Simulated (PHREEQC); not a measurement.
**Leach liquor (model solution)**

Consider water at 20 °C with 0.011 mol/kgw HCl, 0.0016 mol/kgw FeSO4 and 0.00018 mol/kgw MnSO4. It is in equilibrium with CO2 at log p = -3.5 (atm). Otherwise closed; pH follows from the charge balance.

The numbers come from PHREEQC with the Pitzer model, pitzer.dat.

Precipitation was switched off in this run.

### Question
What pH does the model give?

### Answer
pH 2.04.

### Question
In which forms is S present?

### Answer
SO4-2 68 %, HSO4- 32 % of the S.
